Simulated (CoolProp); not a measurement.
Isopentane at several states: density (kg/m³) from the reference equation and from simpler models built on Tc = 460.3 K, pc = 3378 kPa, ω = 0.227; each cubic takes its own stable root.

The numbers come from the reference Helmholtz-energy equation of state, Lemmon 2006 in CoolProp. It is a short technical equation, of lower accuracy than the large ones.

```csv
T (K),p (kPa),phase,reference
421.9,242,gas,5.150
376.4,475,gas,12.20
370.4,2930,liquid,539.1
```

### Question
How far does each simpler model (van der Waals, Redlich-Kwong, Soave-Redlich-Kwong, Peng-Robinson) lie from the reference over these 3 states: mean and median of the absolute difference, and the worst?

### Answer
- van der Waals: mean 13.7 %, median 3.3 %, worst -37.0 % at 370.4 K and 2930 kPa
- Redlich-Kwong: mean 4.4 %, median 1.2 %, worst -11.9 % at 370.4 K and 2930 kPa
- Soave-Redlich-Kwong: mean 3.0 %, median 0.6 %, worst -8.5 % at 370.4 K and 2930 kPa
- Peng-Robinson: mean 1.3 %, median 0.3 %, worst +3.5 % at 370.4 K and 2930 kPa
